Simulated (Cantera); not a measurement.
Input: 1 mol CH3Cl, 2 mol CH4, 1.6 mol H2, equilibrated at 1.33 mbar.

Equilibrium computed with Cantera from the NASA thermochemical tables; the gas is ideal and each condensed phase is pure. Candidate condensed phases: C, C6H6, C7H8, C8H18; 91 gas species. Equilibrium is a limit: real reactors are often held back by kinetics, nucleation or transport.

x: gas mole fraction; n: condensed amount in mol.

```tsv
T (K)	x H2	x H	x HCl	x Cl	x C3	n C(graphite)
1450	0.868	0.000241	0.132	2.98e-5	<1e-12	3.00
1550	0.868	?	0.131	?	<1e-12	3.00
1650	0.866	0.00232	0.131	0.000275	<1e-12	3.00
1750	0.863	0.00592	0.130	0.000690	1.78e-11	3.00
1850	0.856	0.0136	0.129	0.00156	3.80e-10	3.00
1950	0.841	0.0288	0.126	0.00324	5.87e-9	2.99
2050	0.816	?	0.121	?	?	2.99
2150	0.773	0.102	0.113	0.0109	6.42e-7	2.98
2250	0.707	0.171	0.101	0.0177	4.87e-6	2.96
2350	0.616	0.268	0.0855	0.0267	3.10e-5	2.94
2450	0.502	0.390	0.0667	0.0368	0.000168	2.90
2550	0.376	0.524	0.0474	0.0465	0.000799	2.85
2650	0.256	0.649	0.0305	0.0541	0.00336	2.71
2750	0.157	0.743	0.0179	0.0586	0.0127	2.24
```

### Question
Some entries are withheld; supply them.

### Answer

- 2050, x H: 0.0561
- 2050, x Cl: 0.00618
- 2050, x C3: 6.91e-8
- 1550, x H: 0.000803
- 1550, x Cl: 9.71e-5
